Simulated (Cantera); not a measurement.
A diamond (100) surface in a fixed gas of H2 with x(CH4) = 0.01, x(CH3) = 6.8e-05, at 1125 K, 42.8 Torr; coverages are run to steady state.

Computed with Cantera and the Harris–Goodwin 1993 mechanism for the reconstructed diamond (100) surface.

θ: site fractions in the mechanism's names (c6HH fully hydrogenated, c6H* and c6*H radical sites, c6** diradical, c6HM methylated).

```tsv
x(H)	growth (µm/h)	θ c6HH	θ c6H*	θ c6*H	θ c6**	θ c6HM
0.0001	0.106	0.599	0.0242	0.363	0.00536	[?]
0.00022	0.246	0.545	0.0273	0.408	0.00962	0.00565
0.00048	0.506	0.516	0.0288	0.432	0.0139	0.00597
0.0011	0.974	0.500	0.0297	0.444	0.0174	[?]
0.0023	1.55	0.494	0.0300	0.449	0.0193	[?]
0.0052	2.22	0.492	0.0303	0.453	0.0204	[?]
0.011	2.71	0.491	0.0305	0.455	0.0210	[?]
0.025	3.05	0.491	0.0308	0.456	0.0213	[?]
0.055	3.23	0.491	0.0312	0.456	0.0215	[?]
```

Some entries are withheld; supply them.


- 0.0001, θ c6HM: 0.00477
- 0.0011, θ c6HM: 0.00547
- 0.0023, θ c6HM: 0.00436
- 0.0052, θ c6HM: 0.00284
- 0.011, θ c6HM: 0.00166
- 0.025, θ c6HM: 0.000828
- 0.055, θ c6HM: 0.000399
